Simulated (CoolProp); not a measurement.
R1234ze(Z) along the isotherm 4.85 °C: fugacity coefficient from the reference equation and from simpler models built on Tc = 150.1 °C, pc = 3.531 MPa, ω = 0.327; each cubic takes its own stable root.

The numbers come from the reference Helmholtz-energy equation of state, Akasaka 2019 in CoolProp.

| p (MPa) | phase | reference | van der Waals | Redlich-Kwong | Soave-Redlich-Kwong | Peng-Robinson |
|---|---|---|---|---|---|---|
| 0.147 | liquid | 0.5453 | 0.9672 | 0.9547 | 0.5459 | 0.5490 |
| 0.294 | liquid | 0.2742 | 0.9344 | 0.5696 | 0.2749 | 0.2762 |
| 0.441 | liquid | 0.1838 | 0.9015 | 0.3825 | 0.1845 | (withheld) |
| 0.588 | liquid | 0.1387 | 0.7693 | 0.2890 | 0.1394 | 0.1398 |
| 0.736 | liquid | 0.1114 | 0.6213 | 0.2326 | 0.1121 | 0.1124 |
| 0.883 | liquid | 0.09339 | 0.5234 | 0.1953 | (withheld) | 0.09427 |
| 1.03 | liquid | 0.08052 | 0.4535 | (withheld) | 0.08125 | 0.08132 |
| 1.18 | liquid | 0.07069 | 0.4002 | 0.1483 | 0.07143 | 0.07143 |
| 1.32 | liquid | 0.06353 | 0.3614 | 0.1335 | 0.06428 | 0.06423 |
| 1.47 | liquid | 0.05738 | (withheld) | 0.1208 | (withheld) | 0.05804 |
| 1.62 | liquid | (withheld) | 0.3009 | 0.1104 | 0.05312 | 0.05300 |
| 1.77 | liquid | 0.04821 | 0.2784 | 0.1018 | 0.04897 | 0.04881 |

Task: Complete the blanks.

Result: 
- 0.441, Peng-Robinson: 0.1853
- 0.883, Soave-Redlich-Kwong: 0.09412
- 1.03, Redlich-Kwong: 0.1686
- 1.47, van der Waals: 0.3281
- 1.47, Soave-Redlich-Kwong: 0.05813
- 1.62, reference: 0.05237

At some of these states van der Waals, Redlich-Kwong gives the other phase, because its saturation line lies elsewhere.
